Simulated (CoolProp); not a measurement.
Vapour-liquid equilibrium of carbon dioxide (1) + n-perfluorobutane (2) at 608 kPa; x and y are mole fractions of (1).

Computed with CoolProp (multi-fluid Helmholtz-energy mixture model, Span 1996 and Gao 2022; pair parameters Bell 2016).

```
x     bubble temperature (K)  y at the bubble point  dew temperature at overall composition x (K)  liquid density (mol/L)
----  ----------------------  ---------------------  --------------------------------------------  ----------------------
0.05                   304.7                  0.442                                         324.4                   6.409
0.2                        …                      …                                         317.4                       …
0.35                   235.8                  0.973                                             …                   9.857
0.5                    229.8                  0.983                                         301.1                   11.71
0.65                   227.2                  0.986                                         290.3                   14.16
0.8                    224.8                  0.991                                         275.2                   17.76
0.95                   221.6                  0.997                                         245.7                   23.63
```

**Question.** Fill in the missing entries.

**Answer.** 
- 0.2, bubble temperature (K): 253.9
- 0.2, y at the bubble point: 0.923
- 0.2, liquid density (mol/L): 8.225
- 0.35, dew temperature at overall composition x (K): 309.9

No azeotrope shows between x = 0.05 and 0.95.

Pair parameters are fitted to limited data, so mixtures are less certain than the pure fluids. The gap from Raoult's law changes sign with composition, which may be real or a fault of the pair parameters; it wasn't checked against measurements. With so large a gap from Raoult's law the liquid may split in two, which this calculation doesn't test in full.
